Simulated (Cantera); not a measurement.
## Roasting and sulfation: Fe2O3 + SO3 + O2

Charge: 1 mol Fe2O3, 0.52 mol SO3, 0.28 mol O2, held at 1.00 bar.

These are equilibrium values from Cantera (NASA tables, ideal gas, pure condensed phases), not measurements of a reactor. Candidate condensed phases: Fe, FeO, FeS, FeSO4, FeS2, Fe2O3, Fe2(SO4)3, Fe3O4, S; 12 gas species. Rates play no part.

From 700 K to 900 K the condensed part is Fe2O3(s) + Fe2(SO4)3(s). From 1000 K to 1700 K the condensed part is Fe2O3(s). At 1800 K the condensed part is Fe3O4(s).

```
T (K)   x O2    x SO2    x SO3       x O      x SO     x FeO      x O3  n Fe2O3(s)  n Fe2(SO4)3(s)  n Fe3O4(s)
-----  -----  -------  -------  --------  --------  --------  --------  ----------  --------------  ----------
700    1.000  7.34e-8  2.10e-5    <1e-12    <1e-12    <1e-12    <1e-12       0.827           0.173           0
800    0.999  3.44e-5  0.00118    <1e-12    <1e-12    <1e-12    <1e-12       0.827           0.173           0
900    0.969  0.00411   0.0270  5.30e-12    <1e-12    <1e-12  1.40e-12       0.830           0.170           0
1000   0.434    0.258    0.308  1.04e-10    <1e-12    <1e-12  2.83e-12        1.00               0           0
1100   0.471    0.371    0.158   1.71e-9  2.83e-11    <1e-12  1.53e-11        1.00               0           0
1200   0.490    0.432   0.0778   1.75e-8  5.08e-10    <1e-12  6.00e-11        1.00               0           0
1300   0.500    0.461   0.0397   1.25e-7   5.51e-9    <1e-12  1.87e-10        1.00               0           0
1400   0.504    0.474   0.0218   6.72e-7   4.16e-8    <1e-12  4.90e-10        1.00               0           0
1500   0.506    0.481   0.0128   2.89e-6   2.37e-7  8.81e-12   1.13e-9        1.00               0           0
1600   0.507    0.485  0.00800   1.03e-5   1.08e-6  2.06e-10   2.33e-9        1.00               0           0
1700   0.508    0.487  0.00529   3.19e-5   4.13e-6   3.30e-9   4.43e-9        1.00               0           0
1800   0.575    0.421  0.00336   9.23e-5   1.10e-5   3.28e-8   9.47e-9           0               0       0.667
```
x: gas mole fraction; n: condensed amount in mol.
